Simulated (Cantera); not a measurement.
Input: 1 mol CuO, 76 mol H₂, 0.3 mol H₂O, equilibrated at 923.15 K and 3.23 Torr.

These are equilibrium values from Cantera (NASA tables, ideal gas, pure condensed phases), not measurements of a reactor. Candidate condensed phases: Cu, CuO, Cu(OH)₂, Cu₂O, H₂O; 12 gas species. Equilibrium is a limit: real reactors are often held back by kinetics, nucleation or transport.

Base state: H₂ 0.983, H₂O 0.0170 (mole fractions); condensed: Cu(s).

### Question
What changes in the equilibrium state with this change: CuO replaced by V₂O₃?

### Answer
```csv
species,before,after
H₂,0.983,0.996
H₂O,0.0170,0.00393
"Cu(s), mol",1.00,0
"V₂O₃(s), mol",0,1.00
```
Condensed phases not in the tables: the oxides between V₂O₃ and V₂O₅ other than VO₂. Further candidate phases: V, VO, V₂O₃, V₂O₄, V₂O₅.
